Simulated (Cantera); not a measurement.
Cantera run:

```python
import numpy as np
import cantera as ct

gas_names = """
    C2H4 C2H2,acetylene
""".split()
cond_names = """
    TiC(s) TiC(L) Ti(a) Ti(b) Ti(L)
""".split()


# ... load() reads the species with a 1 bar reference pressure and builds the phases ...
species = {s.name: s for s in load("nasa_gas.yaml", gas_names) + load("nasa_condensed.yaml", cond_names)}
# Each term lists the table entries of one substance; the one whose range holds T is used.
reactions = {
    'C2H4(g) + 2 TiC = 2 Ti + 2 C2H2(g)':
        [(-1, ['C2H4']), (-2, ['TiC(s)', 'TiC(L)']), (2, ['Ti(a)', 'Ti(b)', 'Ti(L)']), (2, ['C2H2,acetylene'])],
}


def pick(names, T):
    return next(species[n] for n in names if species[n].thermo.min_temp <= T <= species[n].thermo.max_temp)


results = []
for label, terms in reactions.items():
    print(label)
    print("     T/K   dH/kJ  dS/(J/K)   dG/kJ   log10 K")
    for T in [300, 425, 450, 475, 500, 525, 550, 575, 600, 625, 650, 675]:
        used = [(nu, pick(names, T)) for nu, names in terms]
        dH = sum(nu * s.thermo.h(T) for nu, s in used) / 1e6
        dS = sum(nu * s.thermo.s(T) for nu, s in used) / 1e3
        dG = dH - T * dS / 1e3
        logK = -dG * 1e6 / (ct.gas_constant * T * np.log(10))
        results.append((label, T, dH, dS, dG, logK, [s.name for _, s in used]))
        print(f"{T:8g} {dH:8.1f} {dS:8.1f} {dG:8.1f} {logK:8.2f}")
```

Output:

```
C2H4(g) + 2 TiC = 2 Ti + 2 C2H2(g)
     T/K   dH/kJ  dS/(J/K)   dG/kJ   log10 K
     300    772.2    195.7    713.5  -124.22
     425    775.0    203.7    688.4   -84.61
     450    775.4    204.6    683.3   -79.32
     475    775.8    205.4    678.2   -74.58
     500    776.1    206.1    673.1   -70.31
     525    776.4    206.6    667.9   -66.45
     550    776.6    207.1    662.7   -62.94
     575    776.8    207.5    657.5   -59.73
     600    777.0    207.8    652.4   -56.79
     625    777.2    208.0    647.2   -54.09
     650    777.3    208.2    641.9   -51.59
     675    777.4    208.4    636.7   -49.27
```

Standard-state values (1 bar) from the NASA 1993 polynomials, evaluated with Cantera. TiC: taken at fixed stoichiometry. Condensed species are held in their standard states even where they would react or evaporate.
